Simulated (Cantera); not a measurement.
Formation from one mole of O₂

Cantera with NASA thermochemical tables; ideal gases at 1 bar, condensed phases pure. Values are per mole of reaction as written; species without (g) are pure solids or liquids, kept so even where they would boil at 1 bar.

2 Pb + O₂(g) → 2 PbO(g)

```csv
T (K),ΔH° (kJ),ΔS° (J/K),ΔG° (kJ),log10 K,condensed phases
575,135.6,133.6,58.8,-5.34,Pb(s)
775,121.8,111.3,35.5,-2.39,Pb(l)
975,117.8,106.7,13.7,-0.74,Pb(l)
1175,113.9,103.1,-7.2,0.32,Pb(l)
1375,110.2,100.2,-27.5,1.05,Pb(l)
1575,106.5,97.7,-47.3,1.57,Pb(l)
1775,102.9,95.5,-66.6,1.96,Pb(l)
1975,99.1,93.5,-85.5,2.26,Pb(l)
```

1.143 Ti + O₂(g) → 0.2857 Ti₄O₇

```json
[
 {"T (K)": "575", "ΔH° (kJ)": "-970.3", "ΔS° (J/K)": "-178.1", "ΔG° (kJ)": "-867.9", "log10 K": "78.84", "condensed phases": "Ti(α), Ti₄O₇(s)"},
 {"T (K)": "775", "ΔH° (kJ)": "-967.6", "ΔS° (J/K)": "-174.1", "ΔG° (kJ)": "-832.7", "log10 K": "56.12", "condensed phases": "Ti(α), Ti₄O₇(s)"},
 {"T (K)": "975", "ΔH° (kJ)": "-965.1", "ΔS° (J/K)": "-171.2", "ΔG° (kJ)": "-798.2", "log10 K": "42.76", "condensed phases": "Ti(α), Ti₄O₇(s)"},
 {"T (K)": "1175", "ΔH° (kJ)": "-967.7", "ΔS° (J/K)": "-173.3", "ΔG° (kJ)": "-764.0", "log10 K": "33.97", "condensed phases": "Ti(β), Ti₄O₇(s)"},
 {"T (K)": "1375", "ΔH° (kJ)": "-964.3", "ΔS° (J/K)": "-170.7", "ΔG° (kJ)": "-729.7", "log10 K": "27.72", "condensed phases": "Ti(β), Ti₄O₇(s)"},
 {"T (K)": "1575", "ΔH° (kJ)": "-961.5", "ΔS° (J/K)": "-168.7", "ΔG° (kJ)": "-695.7", "log10 K": "23.07", "condensed phases": "Ti(β), Ti₄O₇(s)"},
 {"T (K)": "1775", "ΔH° (kJ)": "-959.2", "ΔS° (J/K)": "-167.4", "ΔG° (kJ)": "-662.1", "log10 K": "19.48", "condensed phases": "Ti(β), Ti₄O₇(s)"},
 {"T (K)": "1975", "ΔH° (kJ)": "-909.6", "ΔS° (J/K)": "-141.9", "ΔG° (kJ)": "-629.3", "log10 K": "16.64", "condensed phases": "Ti(l), Ti₄O₇(l)"}
]
```

C + O₂(g) → CO₂(g)

```json
[
 {"T (K)": "575", "ΔH° (kJ)": "-393.8", "ΔS° (J/K)": "2.3", "ΔG° (kJ)": "-395.1", "log10 K": "35.89"},
 {"T (K)": "775", "ΔH° (kJ)": "-394.1", "ΔS° (J/K)": "1.8", "ΔG° (kJ)": "-395.5", "log10 K": "26.66"},
 {"T (K)": "975", "ΔH° (kJ)": "-394.6", "ΔS° (J/K)": "1.3", "ΔG° (kJ)": "-395.8", "log10 K": "21.21"},
 {"T (K)": "1175", "ΔH° (kJ)": "-395.0", "ΔS° (J/K)": "0.9", "ΔG° (kJ)": "-396.0", "log10 K": "17.61"},
 {"T (K)": "1375", "ΔH° (kJ)": "-395.4", "ΔS° (J/K)": "0.6", "ΔG° (kJ)": "-396.2", "log10 K": "15.05"},
 {"T (K)": "1575", "ΔH° (kJ)": "-395.8", "ΔS° (J/K)": "0.3", "ΔG° (kJ)": "-396.3", "log10 K": "13.14"},
 {"T (K)": "1775", "ΔH° (kJ)": "-396.3", "ΔS° (J/K)": "0.0", "ΔG° (kJ)": "-396.3", "log10 K": "11.66"},
 {"T (K)": "1975", "ΔH° (kJ)": "-396.8", "ΔS° (J/K)": "-0.2", "ΔG° (kJ)": "-396.3", "log10 K": "10.48"}
]
```

2 C + O₂(g) → 2 CO(g)

```
T (K)  ΔH° (kJ)  ΔS° (J/K)  ΔG° (kJ)  log10 K
-----  --------  ---------  --------  -------
575      -220.2      181.3    -324.5    29.47
775      -221.6      179.3    -360.5    24.30
975      -223.7      176.9    -396.2    21.22
1175     -226.1      174.6    -431.3    19.17
1375     -228.7      172.6    -466.0    17.70
1575     -231.5      170.7    -500.3    16.59
1775     -234.4      169.0    -534.3    15.72
1975     -237.5      167.3    -567.9    15.02
```
